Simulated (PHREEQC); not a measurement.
Make-up at 25 °C: 0.041 mol CsCl and 0.07 mol NaAlO2 per kg of water. Closed to the air; pH follows from the charge balance.

The numbers come from PHREEQC with the ion-association model, wateq4f.dat.

Precipitation was switched off in this run.

**Question.** Predict the pH.

**Answer.** pH 9.16.

Saturation is exceeded, for instance for Al(OH)3(a), Boehmite (slow to form); the values hold only as long as no solid forms.
